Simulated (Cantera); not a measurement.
A freely propagating, adiabatic, planar premixed flame of H2 : O2 : N2 : H2O = 1 : 0.312 : 1.17 : 0.02 (molar parts), equivalence ratio 1.6, unburnt at 575 K and 3.55 atm; mixture-averaged transport, grid criteria slope 0.08 and curve 0.16, no radiation.

Model: the H2/O2 subset of GRI-Mech 3.0, which has no nitrogen chemistry, integrated in Cantera. The hydrogen kinetics of GRI-Mech 3.0 are dated; newer H2 mechanisms differ, most at raised pressure. Burning velocities carry a grid error of a few per cent, more on coarse grids.

Task: Predict: laminar burning velocity; thermal thickness; peak x(HO2); peak x(OH); peak x(H).

Result: 
```
Item                         Result
------------------------  ---------
laminar burning velocity   868 cm/s
thermal thickness         0.0829 mm
peak x(HO2)                0.000782
peak x(OH)                  0.00941
peak x(H)                    0.0636
```
